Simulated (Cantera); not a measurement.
**Abatement and gas-phase synthesis: H2S + O2 + H2**

Charge: 1 mol H2S, 0.064 mol O2, 2.3 mol H2, held at 75.0 Torr.

Cantera equilibrium calculation (NASA polynomials, part measured and part estimated; ideal gas, pure solids and liquids). Candidate condensed phases: H2O, H2SO4, S; 19 gas species. Kinetics and transport are ignored.

From 1623 K to 3423 K nothing is condensed.

| T (K) | log p H2 | log p H | log p S | log p H2S | log p S2 | log p SH | log p H2O |
|---|---|---|---|---|---|---|---|
| 1623 | -1.12 | -4.72 | -4.89 | -1.88 | -2.15 | -3.23 | -2.45 |
| 1823 | -1.11 | -3.92 | -4.07 | -2.12 | -2.04 | -2.90 | -2.46 |
| 2023 | -1.10 | -3.27 | -3.43 | -2.36 | -2.00 | -2.68 | -2.48 |
| 2223 | -1.11 | -2.75 | -2.94 | -2.58 | -2.02 | -2.51 | -2.51 |
| 2423 | -1.12 | -2.31 | -2.54 | -2.80 | -2.08 | -2.41 | -2.57 |
| 2623 | -1.16 | -1.96 | -2.25 | -3.05 | -2.20 | -2.37 | -2.65 |
| 2823 | -1.23 | -1.67 | -2.04 | -3.36 | -2.41 | -2.41 | -2.78 |
| 3023 | -1.35 | -1.45 | -1.93 | -3.73 | -2.72 | -2.53 | -2.96 |
| 3223 | -1.52 | -1.29 | -1.88 | -4.19 | -3.10 | -2.73 | -3.23 |
| 3423 | -1.75 | -1.18 | -1.87 | -4.71 | -3.50 | -2.98 | -3.63 |
log p: log10 of the partial pressure in bar; nothing condenses.
